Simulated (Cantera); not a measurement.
## Stirred combustor or abatement burner

A perfectly stirred reactor is fed with CH₄ : O₂ : N₂ = 1 : 1.67 : 10.8 (molar parts), at 10.0 bar; it is adiabatic with a 798 K inlet, and is followed from long to short residence time, starting on the burning branch (τ in s: 0.086, 0.028, 0.0092, 0.003, 0.00099, 0.00032, 0.00011, 3.5e-05, 1.1e-05, 3.7e-06).

Computed with Cantera and GRI-Mech 3.0 (53 species, 325 reactions).

```csv
τ (s),T (K),x CH₄,x O₂,x HCO,x C₂H,x HCN,x NO
0.086,2025,0.000139,7.89e-5,1.62e-8,1.12e-9,6.44e-6,5.40e-5
0.028,2024,0.000310,0.000215,2.67e-8,5.80e-9,1.60e-5,6.36e-5
0.0092,2021,0.000587,0.000555,5.42e-8,2.08e-8,2.86e-5,6.48e-5
0.0030,2012,0.000938,0.00133,1.29e-7,5.23e-8,3.78e-5,5.99e-5
0.00099,1992,0.00139,0.00300,3.27e-7,9.89e-8,3.82e-5,4.87e-5
0.00032,1936,0.00250,0.00758,8.58e-7,1.42e-7,2.17e-5,2.23e-5
0.00011,798,0.0742,0.124,<1e-12,<1e-12,<1e-12,<1e-12
3.5e-5,798,0.0742,0.124,<1e-12,<1e-12,<1e-12,<1e-12
1.1e-5,798,0.0742,0.124,<1e-12,<1e-12,<1e-12,<1e-12
3.7e-6,798,0.0742,0.124,<1e-12,<1e-12,<1e-12,<1e-12
```
x: mole fraction; the columns are a selection and need not sum to one.
